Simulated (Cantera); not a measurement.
Feed: 1 mol Cr, 4.1 mol N2O, held at 1700 K and 1330 Pa.

Equilibrium computed with Cantera from the NASA thermochemical tables; the gas is ideal and each condensed phase is pure. Candidate condensed phases: Cr, CrN, Cr2N, Cr2O3; 14 gas species. Kinetics and transport are ignored.

Base state: N2 0.758, O2 0.239, NO 0.00304, O 0.000189 (mole fractions); condensed: Cr2O3(s).

Problem. What changes in the equilibrium state with this change: pressure from 1330 Pa to 7.30 Pa?

Solution. 
```tsv
species	before	after
N2	0.758	0.757
O2	0.239	0.238
NO	0.00304	0.00302
O	0.000189	0.00255
CrO2	3.81e-6	0.000189
CrO3	4.65e-6	1.70e-5
Cr2O3(s), mol	0.500	0.499
```
